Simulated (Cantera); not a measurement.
Hydrocarbon pyrolysis for carbon deposition

An isothermal, constant-pressure homogeneous reactor starts with C2H4 : H2 = 1 : 2.4 (molar parts), at 1448 K and 2670 Pa.

Model: GRI-Mech 3.0 (53 species, 325 reactions), integrated in Cantera. GRI-Mech 3.0 was tuned for natural gas; its chemistry of ethylene as a main component is partial and can be far from experiment. GRI-Mech 3.0 stops at C3 and has no aromatics, soot or wall deposition, so with more carbon than oxygen in the feed, carbon stays in small species such as C2H2 where larger ones or solid carbon would form. Radical loss at walls, strong at low pressure, is not modelled.

```csv
t (s),x C2H4,x H2,x CH4,x C2H,x CH2,x C2H6
0.000400,0.294,0.706,3.00e-11,<1e-12,1.03e-12,2.16e-9
0.00126,0.294,0.706,6.11e-10,<1e-12,3.79e-12,1.26e-8
0.00400,0.293,0.706,1.36e-8,<1e-12,1.26e-11,9.26e-8
0.0126,0.290,0.707,3.45e-7,7.75e-12,4.33e-11,7.56e-7
0.0400,0.278,0.710,9.05e-6,1.27e-10,1.74e-10,5.91e-6
0.126,0.222,0.722,0.000129,1.24e-9,3.05e-10,1.53e-5
0.400,0.100,0.750,0.000469,3.99e-9,1.67e-10,8.47e-6
1.26,0.00557,0.771,0.000787,1.42e-8,4.95e-11,7.78e-7
4.00,0.00223,0.771,0.00100,2.04e-8,8.31e-11,3.45e-7
12.6,0.00223,0.771,0.00166,2.04e-8,1.29e-10,3.47e-7
40.0,0.00222,0.770,0.00365,2.03e-8,2.66e-10,3.62e-7
```
x: mole fraction; the columns are a selection and need not sum to one.

Equilibrium at this temperature and pressure: C2H4 0.00218, H2 0.763, CH4 0.0127, C2H 1.95e-8, CH2 8.35e-10, C2H6 5.78e-7 (gas phase only).
